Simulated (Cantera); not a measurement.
**Premixed flame**

A freely propagating, adiabatic, planar premixed flame of 38.7 % H2, 12.9 % O2, 48.4 % N2, equivalence ratio 1.5, unburnt at 350 K and 420000 Pa; multicomponent transport, grid criteria slope 0.08 and curve 0.16, no radiation.

Model: the H2/O2 subset of GRI-Mech 3.0, which has no nitrogen chemistry, integrated in Cantera. The hydrogen kinetics of GRI-Mech 3.0 are dated; newer H2 mechanisms differ, most at raised pressure. Burning velocities carry a grid error of a few per cent, more on coarse grids.

```json
[
 {"z (mm)": "-0.166", "T (K)": "350", "u (m/s)": "3.78", "x H2": "0.387", "x O2": "0.129", "x HO2": "<1e-8", "x H2O2": "<1e-8", "x H2O": "<1e-8", "x OH": "<1e-8"},
 {"z (mm)": "-0.111", "T (K)": "350", "u (m/s)": "3.78", "x H2": "0.387", "x O2": "0.129", "x HO2": "<1e-8", "x H2O2": "<1e-8", "x H2O": "1.35e-8", "x OH": "<1e-8"},
 {"z (mm)": "-0.0829", "T (K)": "350", "u (m/s)": "3.78", "x H2": "0.387", "x O2": "0.129", "x HO2": "1.36e-8", "x H2O2": "<1e-8", "x H2O": "1.57e-7", "x OH": "<1e-8"},
 {"z (mm)": "-0.0553", "T (K)": "351", "u (m/s)": "3.79", "x H2": "0.386", "x O2": "0.129", "x HO2": "6.16e-7", "x H2O2": "6.88e-8", "x H2O": "5.78e-6", "x OH": "<1e-8"},
 {"z (mm)": "-0.0276", "T (K)": "397", "u (m/s)": "4.22", "x H2": "0.375", "x O2": "0.131", "x HO2": "0.000212", "x H2O2": "2.28e-5", "x H2O": "0.00138", "x OH": "1.59e-5"},
 {"z (mm)": "-0.0138", "T (K)": "711", "u (m/s)": "7.28", "x H2": "0.336", "x O2": "0.124", "x HO2": "0.000975", "x H2O2": "0.000147", "x H2O": "0.0260", "x OH": "0.00107"},
 {"z (mm)": "0", "T (K)": "1176", "u (m/s)": "11.7", "x H2": "0.267", "x O2": "0.0963", "x HO2": "0.000385", "x H2O2": "5.78e-5", "x H2O": "0.0934", "x OH": "0.00194"},
 {"z (mm)": "0.0138", "T (K)": "1515", "u (m/s)": "14.8", "x H2": "0.195", "x O2": "0.0541", "x HO2": "0.000177", "x H2O2": "6.53e-6", "x H2O": "0.176", "x OH": "0.00419"},
 {"z (mm)": "0.0276", "T (K)": "1708", "u (m/s)": "16.6", "x H2": "0.152", "x O2": "0.0238", "x HO2": "7.29e-5", "x H2O2": "2.77e-6", "x H2O": "0.233", "x OH": "0.00630"},
 {"z (mm)": "0.0553", "T (K)": "1881", "u (m/s)": "18.2", "x H2": "0.129", "x O2": "0.00519", "x HO2": "1.51e-5", "x H2O2": "1.40e-6", "x H2O": "0.269", "x OH": "0.00787"},
 {"z (mm)": "0.111", "T (K)": "2017", "u (m/s)": "19.3", "x H2": "0.130", "x O2": "0.00150", "x HO2": "4.51e-6", "x H2O2": "7.06e-7", "x H2O": "0.279", "x OH": "0.00752"},
 {"z (mm)": "0.221", "T (K)": "2128", "u (m/s)": "20.2", "x H2": "0.135", "x O2": "0.000692", "x HO2": "2.13e-6", "x H2O2": "3.67e-7", "x H2O": "0.285", "x OH": "0.00598"},
 {"z (mm)": "0.442", "T (K)": "2207", "u (m/s)": "20.9", "x H2": "0.138", "x O2": "0.000284", "x HO2": "8.90e-7", "x H2O2": "1.88e-7", "x H2O": "0.290", "x OH": "0.00415"}
]
```
x: mole fraction of selected species; z is measured from the peak of heat release.

```json
{
  "laminar_burning_velocity": "378 cm/s",
  "thermal_thickness": "0.0553 mm",
  "peak x(HO2)": "0.00110",
  "peak x(H2O2)": "0.000148",
  "peak x(OH)": "0.00797",
  "grid_points": "114"
}
```
